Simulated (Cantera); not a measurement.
Ammonia decomposition in nitride growth gas

A perfectly stirred reactor is fed with NH3 : H2 = 1 : 19 (molar parts), at 100000 Pa; it is held at 1775 K, and followed from long to short residence time.

Cantera simulation using the gas-phase N/H chemistry of the illustrative SiF4/NH3 mechanism in the Surface Chemkin manual (1991); the numbers are that mechanism's predictions, not measurements. Walls and surfaces, which speed up NH3 decomposition in real reactors, are not modelled.

```json
[
 {"τ (s)": "6.8", "x NH3": "0.0208", "x H2": "0.965", "x N": "1.37e-8", "x H": "0.000268", "x N2": "0.0139"},
 {"τ (s)": "2.2", "x NH3": "0.0309", "x H2": "0.960", "x N": "1.84e-8", "x H": "0.000258", "x N2": "0.00908"},
 {"τ (s)": "0.69", "x NH3": "0.0405", "x H2": "0.955", "x N": "2.21e-8", "x H": "0.000250", "x N2": "0.00453"},
 {"τ (s)": "0.22", "x NH3": "0.0462", "x H2": "0.952", "x N": "2.37e-8", "x H": "0.000244", "x N2": "0.00178"},
 {"τ (s)": "0.071", "x NH3": "0.0487", "x H2": "0.950", "x N": "2.33e-8", "x H": "0.000238", "x N2": "0.000602"},
 {"τ (s)": "0.023", "x NH3": "0.0496", "x H2": "0.950", "x N": "2.03e-8", "x H": "0.000226", "x N2": "0.000176"},
 {"τ (s)": "0.0072", "x NH3": "0.0499", "x H2": "0.950", "x N": "1.24e-8", "x H": "0.000191", "x N2": "3.63e-5"},
 {"τ (s)": "0.0023", "x NH3": "0.0500", "x H2": "0.950", "x N": "2.90e-9", "x H": "0.000118", "x N2": "3.52e-6"},
 {"τ (s)": "0.00073", "x NH3": "0.0500", "x H2": "0.950", "x N": "1.73e-10", "x H": "4.59e-5", "x N2": "1.27e-7"}
]
```
x: mole fraction; the columns are a selection and need not sum to one.
